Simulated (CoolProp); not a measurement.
Vapour-liquid equilibrium of R124 (1) + R142b (2) at 2 bar; x and y are mole fractions of (1).

Values from CoolProp's multi-fluid Helmholtz-energy mixture model, de Vries 1995 and Lemmon 2006; pair parameters Bell 2016.

```tsv
x	bubble temperature (°C)	y at the bubble point	dew temperature at overall composition x (°C)	liquid density (mol/L)
0.05	8.9	___	8.9	___
0.2	8.5	0.212	8.5	11.23
0.35	___	0.368	8.2	___
0.5	___	0.524	___	___
0.65	7.2	0.677	7.3	10.75
0.8	6.6	0.824	6.7	10.60
0.95	5.8	___	5.9	10.45
```

Task: What belongs in the gaps?

Result: 
- 0.05, y at the bubble point: 0.054
- 0.05, liquid density (mol/L): 11.39
- 0.35, bubble temperature (°C): 8.1
- 0.35, liquid density (mol/L): 11.07
- 0.5, bubble temperature (°C): 7.7
- 0.5, dew temperature at overall composition x (°C): 7.8
- 0.5, liquid density (mol/L): 10.91
- 0.95, y at the bubble point: 0.959

No azeotrope shows between x = 0.05 and 0.95.

Pair parameters are fitted to limited data, so mixtures are less certain than the pure fluids.
